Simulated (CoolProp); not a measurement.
Properties of R236FA at several states.

Model: reference Helmholtz-energy equation of state, Pan 2012, in CoolProp.

```tsv
T (K)	p (kPa)	phase	Z	cp (kJ/(kg K))	fugacity coefficient
324.3	23	gas	0.9947	0.8653	0.9947
211.6	52.8	liquid	[?]	1.164	[?]
211.4	22.7	liquid	[?]	1.164	[?]
253	21.6	gas	0.9876	0.7525	0.9877
```

Question: Complete the blanks.

Answer: 
- 211.6, Z: 0.002815
- 211.6, fugacity coefficient: 0.06338
- 211.4, Z: 0.001211
- 211.4, fugacity coefficient: 0.1449
